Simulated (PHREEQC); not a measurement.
Solution (25 °C): 70 mmol/kgw NH4HF2, 120 mmol/kgw (NH4)2SiF6 and 0.29 mmol/kgw H3PO4. Closed to the air; pH follows from the charge balance.

Model: ion-association model, phreeqc.dat, run in PHREEQC.

The ionic strength comes out as 0.431 mol/kgw. What activity coefficients do F-, H2PO4-, NH4+, H+, SiF6-2 get?

F- 0.64, H2PO4- 0.70, NH4+ 0.61, H+ 0.77, SiF6-2 0.23.

Precipitation was switched off in this run. SiF6-2 is the database's only silicon fluoride.
